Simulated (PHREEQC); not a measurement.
PHREEQC input (ion-association model, phreeqc.dat):

```
SOLUTION 1
  temp 25
  units mol/kgw
  pH 7 charge
END
SELECTED_OUTPUT 1
  -reset false
  -pH true
  -pe true
  -ionic_strength true
  -water true
  -totals Mtg
  -molalities H+ OH-
USER_PUNCH 1
  -headings p_Mtg(g) phi_Mtg(g) p_H2O(g) phi_H2O(g) density
  10 PUNCH PR_P("Mtg(g)"), PR_PHI("Mtg(g)"), PR_P("H2O(g)"), PR_PHI("H2O(g)"), RHO
PRINT
  -reset false
USE solution 1
REACTION_TEMPERATURE 1
  25
GAS_PHASE 1
  -fixed_pressure
  -pressure 2
  -temperature 25
  -volume 20
  Mtg(g) 2
  H2O(g) 0
END
# ... the last block is repeated for the other 9 points of P (atm)
```

Selected output (columns that matter, 10 of 10 rows; P (atm) added in front):

```
P (atm)	pH	mu	Mtg	m_H+	m_OH-	p_Mtg(g)	phi_Mtg(g)	p_H2O(g)	phi_H2O(g)	density
2	6.9972	1.0069e-07	0.0030882	1.0069e-07	1.0069e-07	1.9683	0.9955	0.031678	0.99247	0.99704
5	6.9966	1.0082e-07	0.0077114	1.0082e-07	1.0082e-07	4.9679	0.98881	0.032073	0.98235	0.9971
10	6.9957	1.0104e-07	0.015199	1.0104e-07	1.0104e-07	9.9673	0.97782	0.032743	0.96569	0.9972
20	6.9938	1.0149e-07	0.029393	1.0149e-07	1.0149e-07	19.966	0.9565	0.034132	0.93302	0.99743
30	6.9919	1.0193e-07	0.042603	1.0193e-07	1.0193e-07	29.964	0.93602	0.035588	0.90125	0.99766
40	6.99	1.0238e-07	0.0549	1.0238e-07	1.0238e-07	39.963	0.9164	0.037113	0.87042	0.99791
50	6.9881	1.0283e-07	0.066351	1.0283e-07	1.0283e-07	49.961	0.89764	0.038709	0.84053	0.99818
75	6.9833	1.0395e-07	0.091689	1.0395e-07	1.0395e-07	74.957	0.85446	0.043006	0.77024	0.99888
100	6.9787	1.0507e-07	0.11306	1.0507e-07	1.0507e-07	99.952	0.81659	0.04772	0.70673	0.99965
150	6.9694	1.0734e-07	0.14706	1.0734e-07	1.0734e-07	149.94	0.7562	0.058089	0.60183	1.0013
```
